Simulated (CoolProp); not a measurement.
Vapour-liquid equilibrium of R22 (1) + R115 (2) at -62.45 °C; x and y are mole fractions of (1).

Computed with CoolProp (multi-fluid Helmholtz-energy mixture model, Kamei 1995 and Lemmon 2016; pair parameters Bell 2016).

```
x      bubble pressure, mixture model (bar)  bubble pressure, Raoult's law (bar)  y, mixture model  y, Raoult's law
-----  ------------------------------------  -----------------------------------  ----------------  ---------------
0.05                                 0.3525                               0.3140             0.149            0.052
0.125                                0.3860                               0.3149             0.266            0.129
0.2                                  0.4032                               0.3158             0.330            0.206
0.275                                   [?]                               0.3167             0.373            0.283
0.35                                 0.4171                               0.3176             0.407            0.359
0.425                                0.4191                               0.3185               [?]            0.434
0.5                                  0.4186                               0.3194               [?]            0.509
0.575                                0.4155                               0.3203               [?]            0.584
0.65                                 0.4092                               0.3212             0.558            0.658
0.725                                0.3991                               0.3221             0.616            0.732
0.8                                  0.3846                               0.3230             0.690            0.806
0.875                                   [?]                               0.3239             0.784            0.879
0.95                                 0.3425                               0.3248               [?]            0.952
```

Q: Complete the blanks.

A: 
- 0.275, bubble pressure, mixture model (bar): 0.4124
- 0.425, y, mixture model: 0.439
- 0.5, y, mixture model: 0.472
- 0.575, y, mixture model: 0.511
- 0.875, bubble pressure, mixture model (bar): 0.3656
- 0.95, y, mixture model: 0.904

The largest gap from Raoult's law is +31.6 % in bubble pressure, at x = 0.425. y crosses x between x = 0.425 and 0.5: the model has an azeotrope there.

The pair parameters rest on a limited set of measurements; away from them the model extrapolates.
